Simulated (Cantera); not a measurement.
Input (Python, Cantera):

```python
import numpy as np
import cantera as ct

gas = ct.Solution("gri30.yaml")


def delay(T, t_max=10):
    gas.TPX = T, 370000, {'CH4': 1, 'CO': 0.5, 'O2': 3.52, 'N2': 13.2}
    reactor = ct.IdealGasReactor(gas, clone=False)
    net = ct.ReactorNet([reactor])
    net.rtol, net.atol = 1e-8, 1e-16
    while net.time < t_max:
        t_old, T_old = net.time, reactor.T
        net.step()
        if reactor.T > T + 400:  # ignition: a rise of 400 K
            return t_old + (T + 400 - T_old) / (reactor.T - T_old) * (net.time - t_old)
    return np.nan


taus = []
for T in [1025, 1125, 1225, 1325, 1425, 1525, 1625, 1725]:
    taus.append(delay(T))
    print(f"T0 = {T:6g} K   tau = {taus[-1]:.4e} s")
```

Result:

```
T0 =   1025 K   tau = 2.1718e-01 s
T0 =   1125 K   tau = 3.9139e-02 s
T0 =   1225 K   tau = 8.8584e-03 s
T0 =   1325 K   tau = 2.3796e-03 s
T0 =   1425 K   tau = 7.4267e-04 s
T0 =   1525 K   tau = 2.6807e-04 s
T0 =   1625 K   tau = 1.1154e-04 s
T0 =   1725 K   tau = 5.2695e-05 s
```

Model: GRI-Mech 3.0 (53 species, 325 reactions), integrated in Cantera.
